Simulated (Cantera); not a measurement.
Input: 1 mol BN, a varied amount of HCl, 19 mol N₂, at 1173 K and 81.0 Pa.

Equilibrium computed with Cantera from the NASA thermochemical tables; the gas is ideal and each condensed phase is pure. Candidate condensed phases: B, BN, NH₄Cl; 21 gas species. Gases not in the tables: BHCl₂. Rates play no part.

What share of the B ends up in condensed phases as a function of n(HCl) (mol), at 1.2, 2.1, 3.8, 6.7, 12, 21, 38?


| n(HCl) (mol) | B condensed (%) | as |
|---|---|---|
| 1.2 | 99.4 | BN(s) |
| 2.1 | 98.8 | BN(s) |
| 3.8 | 97.6 | BN(s) |
| 6.7 | 95.3 | BN(s) |
| 12 | 90.6 | BN(s) |
| 21 | 81.6 | BN(s) |
| 38 | 62.7 | BN(s) |
